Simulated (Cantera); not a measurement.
Cantera run:

```python
import numpy as np
import cantera as ct

gas_names = """
    C CH CH2 CH3 CH2OH CH3O CH4 CH3OH CO CO2 COOH C2 C2H CHCO,ketyl C2H2,acetylene C2H2,vinylidene
    CH2CO,ketene C2H3,vinyl CH3CO,acetyl C2H4 C2H4O,ethylen CH3CHO,ethanal CH3COOH (HCOOH)2 C2H5 C2H6
    CH3OCH3 C2H5OH C2O C3 C3H3,propargyl C3H4,allene C3H4,propyne C3H4,cyclo- C3H5,allyl C3H6,propylene
    C3H6,cyclo- C3H6O C3H7,n-propyl C3H7,i-propyl C3H8 C3H8O,1propanol C3H8O,2propanol C3O2 C4 C4H2
    C4H4,1,3-cyclo- C4H6,butadiene C4H6,2-butyne C4H6,cyclo- C4H8,1-butene C4H8,cis2-buten
    C4H8,tr2-butene C4H8,isobutene C4H8,cyclo- (CH3COOH)2 C4H9,n-butyl C4H9,i-butyl C4H9,s-butyl
    C4H9,t-butyl C4H10,isobutane C4H10,n-butane C5 C5H6,1,3cyclo- C5H8,cyclo- C5H10,1-pentene
    C5H10,cyclo- C5H11,pentyl C5H11,t-pentyl C5H12,n-pentane C5H12,i-pentane CH3C(CH3)2CH3 C6H2
    C6H5,phenyl C6H5O,phenoxy C6H6 C6H5OH,phenol C6H10,cyclo- C6H12,1-hexene C6H12,cyclo- C6H13,n-hexyl
    C7H7,benzyl C7H8 C7H8O,cresol C7H14,1-heptene C7H15,n-heptyl C7H16,n-heptane C8H8,styrene
    C8H10,ethylbenz C8H16,1-octene C8H17,n-octyl C8H18,isooctane C8H18,n-octane C9H19,n-nonyl
    C10H8,naphthale C10H21,n-decyl C12H9,o-bipheny C12H10,bipheny H HCO HO2 H2 HCHO,formaldehy HCOOH H2O
    H2O2 O OH O2 O3
""".split()
cond_names = """
    C(gr) C6H6(L) C7H8(L) C8H18(L),n-octa H2O(s) H2O(L)
""".split()


def load(file, names, dense=False):
    # The tables refer to 1 bar. Condensed volumes are neglected.
    table = {s.name: s for s in ct.Species.list_from_file(file)}
    out = []
    for n in names:
        d = dict(table[n].input_data)
        d["thermo"] = dict(d["thermo"], **{"reference-pressure": 1e5})
        if dense:
            d["equation-of-state"] = {"model": "constant-volume", "density": "1e6 g/cm^3"}
        out.append(ct.Species.from_dict(d))
    return out


gas = ct.Solution(thermo="ideal-gas", species=load("nasa_gas.yaml", gas_names))
cond = {s.name: ct.Solution(thermo="fixed-stoichiometry", species=[s], name=s.name)
        for s in load("nasa_condensed.yaml", cond_names, dense=True)}
atoms = {
    'n-butane': {'C': 4, 'H': 10},
    'H2O': {'H': 2, 'O': 1},
    'H2': {'H': 2},
}
top_T = {'C(gr)': 4500}  # K; cautious upper limits of use, not melting points


def equilibrate(T, P, feed):
    n = {}
    for name, mol in feed.items():
        for a, k in atoms[name].items():
            n[a] = n.get(a, 0.0) + k * mol
    gas.TPX = T, P, n
    mass = sum(n.values()) * gas.mean_molecular_weight
    gas.equilibrate("TP")
    valid = [c for c in cond.values() if c.min_temp <= T <= top_T.get(c.name, c.max_temp)]
    mix = ct.Mixture([(gas, mass / gas.mean_molecular_weight)] + [(c, 0.0) for c in valid])
    mix.T, mix.P = T, P
    mix.equilibrate("TP", solver="vcs", rtol=1e-11, max_steps=5000)
    return mix


results = []
feed = {'n-butane': 1, 'H2O': 0.061, 'H2': 57}  # mol
T = 1575  # K
P = 10000  # Pa
mix = equilibrate(T, P, feed)
results.append((T, P, feed, dict(zip(mix.species_names, mix.species_moles))))
x = sorted(zip(gas.X, gas.species_names), reverse=True)
print(f"T = {T:g} K  P = {P:g} Pa  gas = {mix.phase_moles(0):.4g} mol")
print("   x: " + "  ".join(f"{s} {v:.3e}" for v, s in x if v > 1e-05))
print("   condensed (mol): " + ("  ".join(f"{mix.phase(i).name} {mix.phase_moles(i):.4g}"
      for i in range(1, mix.n_phases) if mix.phase_moles(i) > 1e-12) or "none"))
```

Result:

```
T = 1575 K  P = 10000 Pa  gas = 62.11 mol
   x: H2 9.987e-01  CO 9.820e-04  CH4 1.814e-04  H 1.313e-04  C2H2,acetylene 2.107e-05
   condensed (mol): C(gr) 3.925
```

Equilibrium computed with Cantera from the NASA thermochemical tables; the gas is ideal and each condensed phase is pure.
